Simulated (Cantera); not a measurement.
NO annealing gas

An isothermal, constant-pressure homogeneous reactor starts with 51.0 % NO, 49.0 % N2, at 1750 K and 1.00 bar.

Detailed kinetics in Cantera: GRI-Mech 3.0 (53 species, 325 reactions).

```json
[
 {"t (s)": "0.000200", "x NO": "0.510", "x NO2": "7.09e-6", "x N2": "0.490", "x N2O": "7.34e-6", "x O": "7.47e-7", "x O2": "3.62e-8"},
 {"t (s)": "0.000460", "x NO": "0.510", "x NO2": "1.76e-5", "x N2": "0.490", "x N2O": "1.61e-5", "x O": "1.04e-6", "x O2": "1.66e-7"},
 {"t (s)": "0.00106", "x NO": "0.510", "x NO2": "4.34e-5", "x N2": "0.490", "x N2O": "3.35e-5", "x O": "1.73e-6", "x O2": "1.08e-6"},
 {"t (s)": "0.00243", "x NO": "0.510", "x NO2": "0.000103", "x N2": "0.490", "x N2O": "6.18e-5", "x O": "3.21e-6", "x O2": "9.29e-6"},
 {"t (s)": "0.00558", "x NO": "0.510", "x NO2": "0.000187", "x N2": "0.490", "x N2O": "9.19e-5", "x O": "5.17e-6", "x O2": "7.29e-5"},
 {"t (s)": "0.0128", "x NO": "0.509", "x NO2": "0.000224", "x N2": "0.490", "x N2O": "0.000105", "x O": "6.01e-6", "x O2": "0.000329"},
 {"t (s)": "0.0295", "x NO": "0.508", "x NO2": "0.000238", "x N2": "0.491", "x N2O": "0.000105", "x O": "6.34e-6", "x O2": "0.000968"},
 {"t (s)": "0.0678", "x NO": "0.505", "x NO2": "0.000262", "x N2": "0.492", "x N2O": "0.000104", "x O": "6.97e-6", "x O2": "0.00243"},
 {"t (s)": "0.156", "x NO": "0.498", "x NO2": "0.000309", "x N2": "0.496", "x N2O": "0.000101", "x O": "8.22e-6", "x O2": "0.00575"},
 {"t (s)": "0.358", "x NO": "0.483", "x NO2": "0.000388", "x N2": "0.503", "x N2O": "9.46e-5", "x O": "1.05e-5", "x O2": "0.0131"},
 {"t (s)": "0.823", "x NO": "0.452", "x NO2": "0.000496", "x N2": "0.519", "x N2O": "8.21e-5", "x O": "1.41e-5", "x O2": "0.0288"},
 {"t (s)": "1.89", "x NO": "0.391", "x NO2": "0.000591", "x N2": "0.549", "x N2O": "6.11e-5", "x O": "1.91e-5", "x O2": "0.0589"},
 {"t (s)": "4.35", "x NO": "0.296", "x NO2": "0.000592", "x N2": "0.597", "x N2O": "3.45e-5", "x O": "2.51e-5", "x O2": "0.107"},
 {"t (s)": "10.0", "x NO": "0.181", "x NO2": "0.000448", "x N2": "0.654", "x N2O": "1.30e-5", "x O": "3.07e-5", "x O2": "0.164"}
]
```
x: mole fraction; the columns are a selection and need not sum to one.

Equilibrium at this temperature and pressure: NO 0.00374, NO2 1.14e-5, N2 0.743, N2O 2.10e-7, O 3.79e-5, O2 0.253 (gas phase only).
